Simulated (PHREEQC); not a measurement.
Solution (55 °C): 0.12 mol CdI2 per kg of water. Closed to the air; pH follows from the charge balance.

Computed with PHREEQC (ion-association model, wateq4f.dat).

Precipitation was switched off in this run.

Question: What pH does the model give?

Answer: pH 5.68.

Question: In which forms is Cd present?

Answer: CdI2 54 %, CdI+ 33 %, Cd+2 13 % of the Cd.

Species that the database lacks are ignored. Away from 25 °C the constants follow the database's enthalpies or fits; those with neither stay at their 25 °C values.
